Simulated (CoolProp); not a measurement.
Saturated liquid density (kg/m³) of C2F6 (R116): the reference equation beside estimates from Tc = 19.9 °C, pc = 30.48 bar, ω = 0.257. Rackett uses Z = 0.29056 − 0.08775 ω.

Values from CoolProp's reference Helmholtz-energy equation of state, Lemmon 2006. It is a short technical equation, of lower accuracy than the large ones.

| T (°C) | reference | Rackett | van der Waals | Redlich-Kwong | Soave-Redlich-Kwong | Peng-Robinson |
|---|---|---|---|---|---|---|
| -68.15 | 1560 | 1639 | 985.7 | 1429 | 1488 | 1684 |
| -64.35 | 1542 | 1619 | 974.5 | 1409 | 1469 | 1663 |
| -60.65 | 1525 | 1601 | 963.2 | 1389 | 1449 | 1642 |
| -56.85 | 1506 | 1581 | 951.4 | 1368 | 1429 | 1620 |
| -53.15 | 1488 | 1561 | 939.5 | 1347 | 1408 | 1597 |
| -49.35 | 1468 | 1540 | 927.0 | 1324 | 1386 | 1572 |
| -45.65 | 1449 | 1519 | 914.4 | 1302 | 1364 | 1547 |
| -41.85 | 1428 | 1497 | 901.0 | 1278 | 1340 | 1521 |
| -38.15 | 1408 | 1475 | 887.6 | 1253 | 1316 | 1493 |
| -34.45 | 1387 | 1453 | 873.8 | 1228 | 1291 | 1465 |
| -30.65 | 1364 | 1429 | 859.0 | 1202 | 1264 | 1434 |
| -26.95 | 1341 | 1405 | 844.0 | 1175 | 1236 | 1403 |
| -23.15 | 1317 | 1379 | 828.0 | 1146 | 1206 | 1369 |
| -19.45 | 1292 | 1352 | 811.7 | 1117 | 1176 | 1334 |
| -15.65 | 1265 | 1324 | 794.0 | 1085 | 1143 | 1296 |

Absolute difference from the reference over all 15 rows, mean and median: Rackett 4.8 and 4.8 %, van der Waals 37.0 and 36.9 %, Redlich-Kwong 10.8 and 10.5 %, Soave-Redlich-Kwong 6.5 and 6.2 %, Peng-Robinson 6.0 and 6.5 %.
